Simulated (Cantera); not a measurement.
A perfectly stirred reactor is fed with CH₄ : C₂H₆ : C₃H₈ : O₂ : N₂ = 1 : 0.075 : 0.15 : 1.67 : 6.29 (molar parts), at 345 Torr; it is adiabatic with a 300 K inlet, and is followed from long to short residence time, starting on the burning branch (τ in s: 0.11, 0.05, 0.023, 0.01, 0.0047, 0.0021, 0.00097, 0.00044, 0.0002, 9.2e-05, 4.2e-05, 1.9e-05, 8.6e-06).

Model: GRI-Mech 3.0 (53 species, 325 reactions), integrated in Cantera. GRI-Mech 3.0 was tuned for natural gas; its chemistry of propane as a main component is partial and can be far from experiment.

Problem. What does this change do: pressure from 345 Torr to 180 Torr?

Solution. 
| quantity | before | after |
|---|---|---|
| blow-out, bracketed by the residence times tried | burning at 4.70 ms, out at 2.10 ms | burning at 10.0 ms, out at 4.70 ms |
| x(CH₄) at τ = 0.110 s | 0.00638 | 0.00488 |
| x(C₂H₆) at τ = 0.110 s | 1.44e-5 | 1.29e-5 |
| x(C₃H₈) at τ = 0.110 s | 1.86e-6 | 2.44e-6 |
| x(NO) at τ = 0.110 s | 3.64e-6 | 6.96e-6 |
| x(O) at τ = 0.110 s | 5.93e-7 | 1.23e-6 |
| x(CH₄) at τ = 0.970 ms | 0.109 | 0.109 |
| x(C₂H₆) at τ = 0.970 ms | 0.00817 | 0.00817 |
| x(C₃H₈) at τ = 0.970 ms | 0.0163 | 0.0163 |
| x(NO) at τ = 0.970 ms | <1e-12 | <1e-12 |
| x(O) at τ = 0.970 ms | <1e-12 | <1e-12 |

Problem. What does this change do: CH4 1 to 1.4 parts?

Solution. 
```tsv
quantity	before	after
blow-out, bracketed by the residence times tried	burning at 4.70 ms, out at 2.10 ms	burning at 23.0 ms, out at 10.0 ms
x(CH₄) at τ = 0.110 s	0.00638	0.0254
x(C₂H₆) at τ = 0.110 s	1.44e-5	0.000201
x(C₃H₈) at τ = 0.110 s	1.86e-6	1.49e-5
x(NO) at τ = 0.110 s	3.64e-6	1.75e-8
x(O) at τ = 0.110 s	5.93e-7	3.64e-7
x(CH₄) at τ = 0.970 ms	0.109	0.146
x(C₂H₆) at τ = 0.970 ms	0.00817	0.00782
x(C₃H₈) at τ = 0.970 ms	0.0163	0.0156
x(NO) at τ = 0.970 ms	<1e-12	<1e-12
x(O) at τ = 0.970 ms	<1e-12	<1e-12
```
